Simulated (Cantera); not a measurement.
**Adiabatic ignition**

An adiabatic, constant-volume homogeneous reactor starts with 3.84 % CH₄, 20.2 % O₂, 76.0 % N₂, equivalence ratio 0.38, at 1650 K and 19.7 atm.

Computed with Cantera and GRI-Mech 3.0 (53 species, 325 reactions). The pressure lies above the range GRI-Mech 3.0 was tuned for (to about 10 atm).

```
t (s)     T (K)  P (bar)   x CH₄   x O₂     x NO₂     x OH     x HCN     x C₂H    x C₂H₄
--------  -----  -------  ------  -----  --------  -------  --------  --------  --------
4.00e-6    1650     20.0  0.0383  0.202    <1e-12  1.01e-6    <1e-12    <1e-12   3.16e-7
8.45e-6    1652     20.0  0.0378  0.201    <1e-12  4.19e-6    <1e-12    <1e-12   8.33e-6
1.79e-5    1698     20.6  0.0317  0.196  2.95e-11  4.96e-5  4.45e-11  1.13e-10  0.000390
3.78e-5    2612     31.8  <1e-12  0.123   1.14e-6  0.00637  5.02e-12    <1e-12    <1e-12
7.98e-5    2610     31.7  <1e-12  0.123   4.09e-6  0.00633  4.11e-12    <1e-12    <1e-12
0.000169   2606     31.7  <1e-12  0.122   9.89e-6  0.00625  4.29e-12    <1e-12    <1e-12
0.000357   2598     31.6  <1e-12  0.120   2.03e-5  0.00611  4.51e-12    <1e-12    <1e-12
0.000754   2587     31.5  <1e-12  0.118   3.60e-5  0.00590  4.64e-12    <1e-12    <1e-12
0.00159    2575     31.3  <1e-12  0.116   5.25e-5  0.00568  4.61e-12    <1e-12    <1e-12
0.00337    2568     31.2  <1e-12  0.114   6.18e-5  0.00556  4.54e-12    <1e-12    <1e-12
0.00711    2567     31.2  <1e-12  0.114   6.34e-5  0.00554  4.52e-12    <1e-12    <1e-12
0.0150     2567     31.2  <1e-12  0.114   6.34e-5  0.00554  4.52e-12    <1e-12    <1e-12
0.0318     2567     31.2  <1e-12  0.114   6.34e-5  0.00554  4.52e-12    <1e-12    <1e-12
0.0672     2567     31.2  <1e-12  0.114   6.34e-5  0.00554  4.52e-12    <1e-12    <1e-12
0.142      2567     31.2  <1e-12  0.114   6.34e-5  0.00554  4.52e-12    <1e-12    <1e-12
0.300      2567     31.2  <1e-12  0.114   6.34e-5  0.00554  4.52e-12    <1e-12    <1e-12
```
x: mole fraction; the columns are a selection and need not sum to one.

```
Quantity                                                             Value
---------------------------------  ---------------------------------------
time of steepest temperature rise                                  22.4 µs
temperature at 0.300 s                                              2567 K
equilibrium temperature                                             2567 K
x(CH₄) at 0.300 s                    <1e-12 (gas-phase equilibrium <1e-12)
x(O₂) at 0.300 s                       0.114 (gas-phase equilibrium 0.114)
x(NO₂) at 0.300 s                  6.34e-5 (gas-phase equilibrium 6.34e-5)
```
